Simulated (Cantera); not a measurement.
A perfectly stirred reactor is fed with 0.715 % C2H6, 99.3 % N2, at 0.00276 atm; it is held at 1550 K, and followed from long to short residence time.

Model: GRI-Mech 3.0 (53 species, 325 reactions), integrated in Cantera. GRI-Mech 3.0 stops at C3 and has no aromatics, soot or wall deposition, so with more carbon than oxygen in the feed, carbon stays in small species such as C2H2 where larger ones or solid carbon would form. Radical loss at walls, strong at low pressure, is not modelled.

x: mole fraction; the columns are a selection and need not sum to one.

```json
[
 {"τ (s)": "2.4", "x C2H6": "3.52e-5", "x C2H": "2.68e-7", "x CH4": "?", "x H2": "0.0124", "x HCN": "4.44e-5", "x CH3": "0.000263"},
 {"τ (s)": "0.95", "x C2H6": "8.31e-5", "x C2H": "2.92e-7", "x CH4": "?", "x H2": "0.0116", "x HCN": "2.88e-5", "x CH3": "0.000415"},
 {"τ (s)": "0.38", "x C2H6": "0.000193", "x C2H": "3.10e-7", "x CH4": "0.00116", "x H2": "0.0104", "x HCN": "1.84e-5", "x CH3": "0.000649"},
 {"τ (s)": "0.15", "x C2H6": "0.000450", "x C2H": "3.05e-7", "x CH4": "0.00124", "x H2": "0.00875", "x HCN": "1.13e-5", "x CH3": "0.00101"},
 {"τ (s)": "0.059", "x C2H6": "0.00103", "x C2H": "2.51e-7", "x CH4": "?", "x H2": "0.00656", "x HCN": "6.48e-6", "x CH3": "0.00152"},
 {"τ (s)": "0.024", "x C2H6": "0.00220", "x C2H": "1.45e-7", "x CH4": "?", "x H2": "0.00411", "x HCN": "3.25e-6", "x CH3": "0.00201"},
 {"τ (s)": "0.0094", "x C2H6": "0.00419", "x C2H": "3.84e-8", "x CH4": "?", "x H2": "0.00176", "x HCN": "1.09e-6", "x CH3": "0.00202"}
]
```

**Question.** Fill in the missing entries.

**Answer.** 
- 2.4, x CH4: 0.000746
- 0.95, x CH4: 0.000967
- 0.059, x CH4: 0.00107
- 0.024, x CH4: 0.000676
- 0.0094, x CH4: 0.000254
